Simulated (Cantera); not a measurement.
A perfectly stirred reactor is fed with C₂H₆ : N₂ = 1 : 1.4 (molar parts), at 0.0132 atm; it is held at 2000 K, and followed from long to short residence time.

Computed with Cantera and GRI-Mech 3.0 (53 species, 325 reactions). GRI-Mech 3.0 stops at C3 and has no aromatics, soot or wall deposition, so with more carbon than oxygen in the feed, carbon stays in small species such as C2H2 where larger ones or solid carbon would form. Radical loss at walls, strong at low pressure, is not modelled.

**Question.** Predict: x(C₂H₆) at τ = 3.40 s; x(H) at τ = 3.40 s; x(CH₂) at τ = 3.40 s; x(C₂H₄) at τ = 3.40 s; x(C₂H) at τ = 3.40 s; x(C₂H₆) at τ = 16.0 ms; x(H) at τ = 16.0 ms; x(CH₂) at τ = 16.0 ms; x(C₂H₄) at τ = 16.0 ms; x(C₂H) at τ = 16.0 ms.

**Answer.** 
| Item | Value |
|---|---|
| x(C₂H₆) at τ = 3.40 s | 2.40e-6 |
| x(H) at τ = 3.40 s | 0.00657 |
| x(CH₂) at τ = 3.40 s | 1.19e-5 |
| x(C₂H₄) at τ = 3.40 s | 2.51e-5 |
| x(C₂H) at τ = 3.40 s | 6.17e-5 |
| x(C₂H₆) at τ = 16.0 ms | 0.000601 |
| x(H) at τ = 16.0 ms | 0.00548 |
| x(CH₂) at τ = 16.0 ms | 8.32e-5 |
| x(C₂H₄) at τ = 16.0 ms | 0.00332 |
| x(C₂H) at τ = 16.0 ms | 5.41e-5 |
